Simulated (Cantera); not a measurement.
What does this Cantera script print?

```python
import numpy as np
import cantera as ct

gas = ct.Solution("gri30.yaml")
gas.TPX = 1350, 350000, {'C3H8': 1, 'O2': 9.62, 'N2': 36.2}
reactor = ct.IdealGasConstPressureReactor(gas, energy="on", clone=False)
net = ct.ReactorNet([reactor])
net.rtol, net.atol = 1e-08, 1e-16
show = ['C3H8', 'O2', 'CH2', 'C2H2', 'NO2', 'HO2', 'C2H']
times = np.geomspace(2e-06, 4, 12)

steps = ct.SolutionArray(gas, extra=["t"])
rows = []
print(f"{'t/s':>10s}{'T/K':>9s}{'P/Pa':>11s}" + "".join(f"{s:>11s}" for s in show))
for t in times:
    while net.time < t:
        t_next = net.step()
        steps.append(gas.state, t=t_next)
    rows.append([np.interp(t, steps.t, y) for y in (steps.T, steps.P, *steps(*show).X.T)])
    print(f"{t:10.3e}{rows[-1][0]:9.1f}{rows[-1][1]:11.4g}" + "".join(f"{x:11.3e}" for x in rows[-1][2:]))
rate = np.gradient(steps.T, steps.t)
print("integrator steps:", len(steps.t))
if steps.T.max() > steps.T[0] + 200:
    print(f"time of steepest temperature rise: {steps.t[rate.argmax()]:.4e} s")
gas.TPX = 1350, 350000, {'C3H8': 1, 'O2': 9.62, 'N2': 36.2}
gas.equilibrate("HP")
print(f"equilibrium (HP): T = {gas.T:.1f} K  " + "  ".join(f"{s} {gas[s].X[0]:.3e}" for s in show))
```

It prints:

```
       t/s      T/K       P/Pa       C3H8         O2        CH2       C2H2        NO2        HO2        C2H
 2.000e-06   1349.9    3.5e+05  2.134e-02  2.055e-01  1.973e-11  1.672e-11  5.951e-20  5.514e-06  3.440e-19
 7.479e-06   1349.6    3.5e+05  2.129e-02  2.054e-01  2.937e-10  8.290e-10  1.019e-17  2.264e-05  5.788e-17
 2.797e-05   1349.2    3.5e+05  2.084e-02  2.051e-01  3.478e-09  7.486e-08  1.213e-15  2.950e-05  1.861e-14
 1.046e-04   1352.4    3.5e+05  1.837e-02  2.034e-01  7.238e-09  2.808e-06  6.938e-14  4.607e-05  1.255e-12
 3.911e-04   2402.8    3.5e+05  4.312e-48  9.546e-02  7.879e-19  2.614e-22  2.190e-07  7.464e-06 -1.521e-24
 1.463e-03   2405.2    3.5e+05  6.882e-53  9.510e-02  6.367e-19  8.393e-24  1.082e-06  7.465e-06  1.953e-25
 5.470e-03   2400.9    3.5e+05  6.064e-53  9.396e-02  5.916e-19  7.659e-24  3.959e-06  7.312e-06  1.747e-25
 2.045e-02   2391.1    3.5e+05  4.503e-53  9.138e-02  4.962e-19  6.167e-24  1.045e-05  6.972e-06  1.347e-25
 7.649e-02   2384.9    3.5e+05  3.708e-53  8.975e-02  4.417e-19  5.352e-24  1.452e-05  6.762e-06  1.138e-25
 2.860e-01   2384.7    3.5e+05  3.686e-53  8.970e-02  4.402e-19  5.329e-24  1.464e-05  6.756e-06  1.132e-25
 1.070e+00   2384.7    3.5e+05  3.686e-53  8.970e-02  4.402e-19  5.329e-24  1.464e-05  6.756e-06  1.132e-25
 4.000e+00   2384.7    3.5e+05  3.686e-53  8.970e-02  4.402e-19  5.329e-24  1.464e-05  6.756e-06  1.132e-25
integrator steps: 1904
time of steepest temperature rise: 2.2686e-04 s
equilibrium (HP): T = 2384.7 K  C3H8 7.019e-53  O2 8.970e-02  CH2 7.807e-19  C2H2 6.258e-24  NO2 1.464e-05  HO2 6.756e-06  C2H 1.263e-25
```

Detailed kinetics in Cantera: GRI-Mech 3.0 (53 species, 325 reactions). GRI-Mech 3.0 was tuned for natural gas; its chemistry of propane as a main component is partial and can be far from experiment.
